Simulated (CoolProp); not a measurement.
Vapour-liquid equilibrium of CH2F2 (R32) (1) + R134a (2) at 0.045 MPa; x and y are mole fractions of (1).

Model: multi-fluid Helmholtz-energy mixture model, Tillner-Roth 1997 and Tillner-Roth 1994; pair parameters Lemmon 2004, in CoolProp.

```
x     bubble temperature, mixture model (°C)  bubble temperature, Raoult's law (°C)  y, mixture model  y, Raoult's law
----  --------------------------------------  -------------------------------------  ----------------  ---------------
0.05                                   -44.8                                  -44.7        (withheld)            0.159
0.2                               (withheld)                                  -50.2        (withheld)            0.484
0.35                              (withheld)                                  -54.6        (withheld)            0.677
0.5                                    -58.4                                  -58.1        (withheld)            0.801
0.65                              (withheld)                                  -61.1             0.878            0.885
0.8                                    -63.6                                  -63.5        (withheld)            0.944
0.95                                   -65.7                                  -65.7             0.987            0.988
```

**Question.** Some entries are withheld; supply them.

**Answer.** 
- 0.05, y, mixture model: 0.163
- 0.2, bubble temperature, mixture model (°C): -50.6
- 0.2, y, mixture model: 0.487
- 0.35, bubble temperature, mixture model (°C): -54.9
- 0.35, y, mixture model: 0.674
- 0.5, y, mixture model: 0.795
- 0.65, bubble temperature, mixture model (°C): -61.2
- 0.8, y, mixture model: 0.939

The largest gap from Raoult's law is -0.4 K in bubble temperature, at x = 0.2. No azeotrope shows between x = 0.05 and 0.95.

Pair parameters are fitted to limited data, so mixtures are less certain than the pure fluids.
